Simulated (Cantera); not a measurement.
Feed: 1 mol toluene, 0.5 mol H₂O, 2.2 mol N₂, equilibrated at 220000 Pa.

These are equilibrium values from Cantera (NASA tables, ideal gas, pure condensed phases), not measurements of a reactor. Candidate condensed phases: C, C₆H₆, C₇H₈, C₈H₁₈, H₂O; 136 gas species. The numbers say what is thermodynamically allowed, not how fast it happens.

Over these rows the condensed part is C(graphite). Partial pressures as log10 of bar:

```tsv
T (K)	1000/T (1/K)	log p CO₂	log p H₂	log p N₂	log p CO	log p CH₄
1123	0.8905	-2.91	0.11	-0.16	-0.85	-1.30
1173	0.8525	-3.22	0.12	-0.16	-0.83	-1.47
1223	0.8177	-3.51	0.13	-0.17	-0.82	-1.62
1273	0.7855	-3.78	0.13	-0.17	-0.82	-1.77
1323	0.7559	?	0.13	-0.17	-0.82	-1.90
1373	0.7283	-4.28	0.13	-0.17	-0.82	-2.03
```

### Question
Fit log p(CO₂) = a + b·(1000/T) to the five rows, give the apparent enthalpy, and predict the row at 1323 K.

### Answer
Means: 1000/T = 0.8149, log p = -3.540. Sxy = 0.130884, Sxx = 0.0155009, so b = 8.44 and a = -3.540 − (8.44)×0.8149 = -10.42.
Apparent enthalpy: −19.145 × (8.44) = -162 kJ/mol. With the condensed phases at unit activity, 2 CO(g) = CO₂(g) + C(graphite) links this pressure to the main gases: over the six rows their terms move log p by +0.06 in all, so the slope is close to that reaction's ΔH°. The five rows lie within 0.01 of the line.
Prediction at 1323 K: -10.42 + (8.44)×0.7559 = -4.04. The computed value is -4.04, 0.00 from the line.
